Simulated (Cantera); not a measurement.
A closed system holds: 1 mol Pb, 0.74 mol CO, 1.2 mol H₂, at 13.0 bar.

Method: chemical equilibrium by Gibbs-energy minimisation in Cantera with the NASA 1993 tables (ideal gas, pure condensed phases). Candidate condensed phases: C, C₆H₆, C₇H₈, C₈H₁₈, H₂O, Pb, PbO, PbO₂, Pb₃O₄; 113 gas species. Kinetics and transport are ignored.

Problem. Which condensed phases are stable at each of these points (T (°C)): 575, 725, 875, 1025, 1175, 1325, 1475, 1625, 1775?

Solution. 
```json
[
 {"T (°C)": "575", "condensed phases": "C(graphite) + Pb(l)", "Pb condensed (%)": "100.0"},
 {"T (°C)": "725", "condensed phases": "C(graphite) + Pb(l)", "Pb condensed (%)": "100.0"},
 {"T (°C)": "875", "condensed phases": "C(graphite) + Pb(l)", "Pb condensed (%)": "100.0"},
 {"T (°C)": "1025", "condensed phases": "C(graphite) + Pb(l)", "Pb condensed (%)": "100.0"},
 {"T (°C)": "1175", "condensed phases": "Pb(l)", "Pb condensed (%)": "99.8"},
 {"T (°C)": "1325", "condensed phases": "Pb(l)", "Pb condensed (%)": "99.1"},
 {"T (°C)": "1475", "condensed phases": "Pb(l)", "Pb condensed (%)": "97.1"},
 {"T (°C)": "1625", "condensed phases": "Pb(l)", "Pb condensed (%)": "92.2"},
 {"T (°C)": "1775", "condensed phases": "Pb(l)", "Pb condensed (%)": "81.1"}
]
```

From 575 °C to 1025 °C the condensed part is C(graphite) + Pb(l). From 1175 °C to 1775 °C the condensed part is Pb(l).
